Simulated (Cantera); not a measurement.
Mixture: C3H8 : O2 : N2 = 1 : 5.81 : 21.9 (molar parts), at 1.00 bar, adiabatic and at constant volume. Ignition delay is the time to a rise of 400 K.

Detailed kinetics in Cantera: GRI-Mech 3.0 (53 species, 325 reactions). GRI-Mech 3.0 was tuned for natural gas; its chemistry of propane as a main component is partial and can be far from experiment.

Problem. What does this change do: pressure from 1.00 bar to 10.0 bar?

Solution. 
| quantity | before | after |
|---|---|---|
| delay at 1323 K | 0.620 ms | 0.192 ms |
| delay at 1398 K | 0.214 ms | 63.5 µs |
| delay at 1473 K | 90.4 µs | 24.6 µs |
| delay at 1548 K | 45.5 µs | 11.1 µs |
| delay at 1623 K | 26.4 µs | 5.75 µs |
| delay at 1698 K | 17.0 µs | 3.34 µs |
| apparent activation energy between 1548 and 1698 K | 140 kJ/mol | 180 kJ/mol |
